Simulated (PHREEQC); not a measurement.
Make-up at 20 °C: 0.052 mol/kgw CdCl2, 0.00014 mol/kgw NaOH and 0.24 mol/kgw CuSO4. Closed to the air; pH follows from the charge balance.

Computed with PHREEQC (ion-association model, wateq4f.dat).

Precipitation was switched off in this run.

Q: Order these S species by the share of S that they hold, largest first: Cd(SO4)2-2, SO4-2, CuSO4, CdSO4.

A: CuSO4 (45 %), SO4-2 (41 %), Cd(SO4)2-2 (9.2 %), CdSO4 (5.4 %)

Q: Order these Cu species by the share of Cu that they hold, largest first: Cu+2, CuCl+, CuSO4.

A: Cu+2 (53 %), CuSO4 (45 %), CuCl+ (2.1 %)

The pH is 4.56 and the ionic strength 0.540 mol/kgw. The solution is supersaturated, for example in Antlerite, Brochantite, so a real one may precipitate; this is no full list.
